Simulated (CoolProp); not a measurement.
Saturation properties of nitrous oxide.

The numbers come from the reference Helmholtz-energy equation of state, Lemmon 2006 in CoolProp. It is a short technical equation, of lower accuracy than the large ones.

```json
[
 {"T (°C)": "-68.85", "p (kPa)": "288.0", "liquid density (kg/m³)": "1171", "enthalpy of vaporisation (kJ/kg)": "351.1", "liquid cp (kJ/(kg K))": "1.745"},
 {"T (°C)": "-63.55", "p (kPa)": "367.7", "liquid density (kg/m³)": "1154", "enthalpy of vaporisation (kJ/kg)": "344.4", "liquid cp (kJ/(kg K))": "1.757"},
 {"T (°C)": "-58.25", "p (kPa)": "463.1", "liquid density (kg/m³)": "1137", "enthalpy of vaporisation (kJ/kg)": "337.4", "liquid cp (kJ/(kg K))": "1.772"},
 {"T (°C)": "-52.95", "p (kPa)": "576.2", "liquid density (kg/m³)": "1120", "enthalpy of vaporisation (kJ/kg)": "330.1", "liquid cp (kJ/(kg K))": "1.789"},
 {"T (°C)": "-47.55", "p (kPa)": "711.5", "liquid density (kg/m³)": "1101", "enthalpy of vaporisation (kJ/kg)": "322.4", "liquid cp (kJ/(kg K))": "1.809"},
 {"T (°C)": "-42.25", "p (kPa)": "866.1", "liquid density (kg/m³)": "1083", "enthalpy of vaporisation (kJ/kg)": "314.5", "liquid cp (kJ/(kg K))": "1.833"},
 {"T (°C)": "-36.95", "p (kPa)": "1044", "liquid density (kg/m³)": "1064", "enthalpy of vaporisation (kJ/kg)": "306.2", "liquid cp (kJ/(kg K))": "1.860"},
 {"T (°C)": "-31.65", "p (kPa)": "1248", "liquid density (kg/m³)": "1044", "enthalpy of vaporisation (kJ/kg)": "297.5", "liquid cp (kJ/(kg K))": "1.893"},
 {"T (°C)": "-26.35", "p (kPa)": "1480", "liquid density (kg/m³)": "1024", "enthalpy of vaporisation (kJ/kg)": "288.3", "liquid cp (kJ/(kg K))": "1.930"},
 {"T (°C)": "-20.95", "p (kPa)": "1747", "liquid density (kg/m³)": "1002", "enthalpy of vaporisation (kJ/kg)": "278.3", "liquid cp (kJ/(kg K))": "1.976"},
 {"T (°C)": "-15.65", "p (kPa)": "2041", "liquid density (kg/m³)": "979.8", "enthalpy of vaporisation (kJ/kg)": "268.0", "liquid cp (kJ/(kg K))": "2.029"},
 {"T (°C)": "-10.35", "p (kPa)": "2370", "liquid density (kg/m³)": "956.5", "enthalpy of vaporisation (kJ/kg)": "256.9", "liquid cp (kJ/(kg K))": "2.094"},
 {"T (°C)": "-5.05", "p (kPa)": "2736", "liquid density (kg/m³)": "931.9", "enthalpy of vaporisation (kJ/kg)": "245.0", "liquid cp (kJ/(kg K))": "2.175"},
 {"T (°C)": "0.25", "p (kPa)": "3142", "liquid density (kg/m³)": "905.8", "enthalpy of vaporisation (kJ/kg)": "232.0", "liquid cp (kJ/(kg K))": "2.278"}
]
```

It boils at -88.5 °C under 1 atm.
